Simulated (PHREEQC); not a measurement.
Buffer (model solution)

Make-up at 25 °C: 0.05 mol HF, 0.001 mol Na2CO3 and 0.25 mol NaCl per kg of water. Closed to the air; pH follows from the charge balance.

Model: ion-association model, phreeqc.dat, run in PHREEQC.

This is a speciation only: nothing precipitates in the calculation.

Problem. Predict the pH, activity of water, density.

Solution. pH 2.26; activity of water 0.991; density 1.008 g/cm³.

Problem. In which forms is F present?

Solution. HF 80 %, F- 15 %, HF2- 4.5 %, NaF 1.0 % of the F.

Species that the database lacks are ignored.
